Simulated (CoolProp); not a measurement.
Properties of CH3F (R41) along the isobar 0.416 MPa (Tc = 44.1 °C, pc = 5.906 MPa, ω = 0.200).

The numbers come from the reference Helmholtz-energy equation of state, Lemmon 2006 in CoolProp. It is a short technical equation, of lower accuracy than the large ones.

| T (°C) | phase | speed of sound (m/s) | Joule-Thomson coefficient (K/MPa) | isothermal compressibility (1/MPa) | expansivity (1/kK) | fugacity coefficient |
|---|---|---|---|---|---|---|
| -94.35 | liquid | 1172 | -0.3255 | 0.001243 | 2.169 | 0.09105 |
| -86.35 | liquid | 1129 | -0.3119 | 0.001390 | 2.262 | 0.1500 |
| -78.35 | liquid | 1085 | -0.2950 | 0.001564 | 2.369 | 0.2355 |
| -70.35 | liquid | 1040 | -0.2743 | 0.001770 | 2.494 | ? |
| -62.35 | liquid | 993.6 | -0.2491 | 0.002019 | 2.638 | 0.5129 |
| -54.35 | liquid | 946.6 | -0.2183 | 0.002325 | 2.809 | 0.7184 |
| -46.35 | gas | ? | 40.65 | 2.694 | 6.523 | 0.9107 |
| -38.35 | gas | 259.8 | 36.56 | 2.645 | ? | 0.9218 |
| -30.35 | gas | 265.9 | 32.98 | ? | 5.430 | 0.9310 |
| -22.45 | gas | 271.6 | ? | ? | 5.060 | 0.9386 |
| -14.45 | gas | ? | 27.17 | 2.558 | 4.753 | 0.9450 |
| -6.45 | gas | 281.9 | 24.79 | 2.540 | 4.496 | 0.9506 |
| 1.55 | gas | 286.7 | 22.69 | 2.525 | 4.275 | 0.9554 |

Task: Complete the blanks.

Result: 
- -70.35, fugacity coefficient: 0.3541
- -46.35, speed of sound (m/s): 253.0
- -38.35, expansivity (1/kK): 5.902
- -30.35, isothermal compressibility (1/MPa): 2.609
- -22.45, Joule-Thomson coefficient (K/MPa): 29.90
- -22.45, isothermal compressibility (1/MPa): 2.581
- -14.45, speed of sound (m/s): 276.9
